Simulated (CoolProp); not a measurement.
Saturation properties of R141b.

The numbers come from the reference Helmholtz-energy equation of state, Lemmon 2006 in CoolProp. It is a short technical equation, of lower accuracy than the large ones.

| T (°C) | p (kPa) | surface tension (mN/m) | liquid viscosity (µPa s) |
|---|---|---|---|
| 57.25 | 227.3 | 14.3 | 288 |
| 66.85 | 298.4 | 13.2 | 262 |
| 76.55 | 386.1 | 12.1 | 238 |
| 86.25 | 492.0 | 10.9 | 216 |
| 95.85 | 616.7 | 9.88 | 197 |
| 105.55 | 765.1 | 8.82 | 180 |
| 115.25 | 938.4 | 7.78 | 164 |
| 124.85 | 1137 | 6.78 | 149 |
| 134.55 | 1367 | 5.79 | 136 |
| 144.25 | 1629 | 4.83 | 123 |
| 153.95 | 1927 | 3.91 | 111 |
| 163.55 | 2260 | 3.03 | 99.9 |

It boils at 32.0 °C under 1 atm.

Viscosity comes from a separate model (Huber 2003), an estimate that may be off by 10 % or more. Surface tension comes from a separate correlation (Mulero 2012).
